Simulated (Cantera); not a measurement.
Feed: 1 mol Al, a varied amount of Cl₂, 24 mol H₂, at 827 °C and 1.00 bar.

Equilibrium computed with Cantera from the NASA thermochemical tables; the gas is ideal and each condensed phase is pure. Candidate condensed phases: Al, AlCl₃; 12 gas species. The tables' values for AlCl₂ are old estimates; treat these amounts as uncertain. Equilibrium is a limit: real reactors are often held back by kinetics, nucleation or transport.

x: gas mole fraction; n: condensed amount in mol.

```csv
n(Cl₂) (mol),x H₂,x HCl,x AlCl₃,x AlCl,x AlCl₂,x Al₂Cl₆,n Al(l)
0.63,0.979,7.13e-5,0.0145,0.00543,0.00113,6.02e-6,0.483
1.2,0.963,?,?,?,0.00177,?,?
1.8,0.937,?,0.0394,?,8.98e-6,4.43e-5,0
2.5,0.885,0.0769,0.0384,1.11e-8,2.62e-6,4.20e-5,0
3.1,0.842,0.120,0.0375,4.23e-9,1.60e-6,4.01e-5,0
3.7,0.801,0.162,0.0367,2.18e-9,1.13e-6,3.84e-5,0
4.3,0.763,0.201,0.0359,1.31e-9,8.69e-7,3.67e-5,0
4.9,0.725,0.239,0.0351,8.61e-10,6.98e-7,3.52e-5,0
5.5,0.690,0.276,0.0344,6.04e-10,5.78e-7,3.38e-5,0
```

### Question
What belongs in the gaps?

### Answer

- 1.2, x HCl: 8.85e-5
- 1.2, x AlCl₃: 0.0286
- 1.2, x AlCl: 0.00680
- 1.2, x Al₂Cl₆: 2.33e-5
- 1.2, n Al(l): 0.0731
- 1.8, x HCl: 0.0237
- 1.8, x AlCl: 1.27e-7
